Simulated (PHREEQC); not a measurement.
A solution holds 48 mmol/kgw H2SO4 and 2.1 mmol/kgw MnSO4, at 20 °C. Closed to the air; pH follows from the charge balance.

Equilibrium calculation in PHREEQC: ion-association model, wateq4f.dat.

Q: The ionic strength comes out as 0.0811 mol/kgw. What activity coefficients do H+, Mn+2, SO4-2, HSO4- get?

A: H+ 0.84, Mn+2 0.43, SO4-2 0.40, HSO4- 0.79.

This is a speciation only: nothing precipitates in the calculation. Species that the database lacks are ignored.
